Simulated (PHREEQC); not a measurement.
# Alkaline etch or developer (model solution)

Dissolve 0.004 mol/kgw NH3, 0.0041 mol/kgw NaAlO2 and 0.01 mol/kgw K2CO3 at 20 °C. Closed to the air; pH follows from the charge balance.

The numbers come from PHREEQC with the ion-association model, phreeqc.dat.

```yaml
pH: 11.12
ionic_strength: 0.0327 mol/kgw
total_alkalinity: 40.4 meq/kg
```

```tsv
species	molality	activity	log γ
K+	0.0200	0.0168	-0.075
CO3-2	0.00876	0.00463	-0.277
Al(OH)4-	0.00410	0.00347	-0.072
NH3	0.00391	0.00394	0.003
Na+	0.00384	0.00326	-0.071
OH-	0.00107	0.000900	-0.076
HCO3-	0.000980	0.000835	-0.069
NaCO3-	0.000257	0.000218	-0.072
```

This is a speciation only: nothing precipitates in the calculation. Saturation is exceeded, for instance for Gibbsite (slow to form); the values hold only as long as no solid forms. Complexes and solids missing from the database can't appear.
